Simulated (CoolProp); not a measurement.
Vapour pressure (MPa) of CH2F2 (R32): the reference equation beside estimates from Tc = 351.3 K, pc = 5.783 MPa, ω = 0.277. Clausius-Clapeyron is anchored at 207 K with a constant enthalpy of vaporisation of 20.66 kJ/mol.

The numbers come from the reference Helmholtz-energy equation of state, Tillner-Roth 1997 in CoolProp.

```json
[
 {"T (K)": "192.1", "reference": "0.01733", "Lee-Kesler": "0.01579", "Clausius-Clapeyron": "0.01797", "van der Waals": "0.2879", "Soave-Redlich-Kwong": "0.01609", "Peng-Robinson": "0.01688"},
 {"T (K)": "199.5", "reference": "0.02861", "Lee-Kesler": "0.02657", "Clausius-Clapeyron": "0.02903", "van der Waals": "0.3632", "Soave-Redlich-Kwong": "0.02697", "Peng-Robinson": "0.02798"},
 {"T (K)": "207", "reference": "0.04559", "Lee-Kesler": "0.04308", "Clausius-Clapeyron": "0.04559", "van der Waals": "0.4525", "Soave-Redlich-Kwong": "0.04354", "Peng-Robinson": "0.04475"},
 {"T (K)": "214.4", "reference": "0.06960", "Lee-Kesler": "0.06676", "Clausius-Clapeyron": "0.06898", "van der Waals": "0.5542", "Soave-Redlich-Kwong": "0.06724", "Peng-Robinson": "0.06855"},
 {"T (K)": "221.9", "reference": "0.1034", "Lee-Kesler": "0.1005", "Clausius-Clapeyron": "0.1021", "van der Waals": "0.6722", "Soave-Redlich-Kwong": "0.1009", "Peng-Robinson": "0.1022"},
 {"T (K)": "229.3", "reference": "0.1485", "Lee-Kesler": "0.1459", "Clausius-Clapeyron": "0.1465", "van der Waals": "0.8040", "Soave-Redlich-Kwong": "0.1462", "Peng-Robinson": "0.1471"},
 {"T (K)": "236.8", "reference": "0.2087", "Lee-Kesler": "0.2070", "Clausius-Clapeyron": "0.2064", "van der Waals": "0.9541", "Soave-Redlich-Kwong": "0.2070", "Peng-Robinson": "0.2074"},
 {"T (K)": "244.3", "reference": "0.2867", "Lee-Kesler": "0.2863", "Clausius-Clapeyron": "0.2849", "van der Waals": "1.122", "Soave-Redlich-Kwong": "0.2862", "Peng-Robinson": "0.2855"}
]
```

Absolute difference from the reference over all 8 rows, mean and median: Lee-Kesler 3.9 and 3.4 %, Clausius-Clapeyron 1.3 and 1.2 %, van der Waals 744.9 and 623.2 %, Soave-Redlich-Kwong 3.2 and 2.9 %, Peng-Robinson 1.4 and 1.3 %.
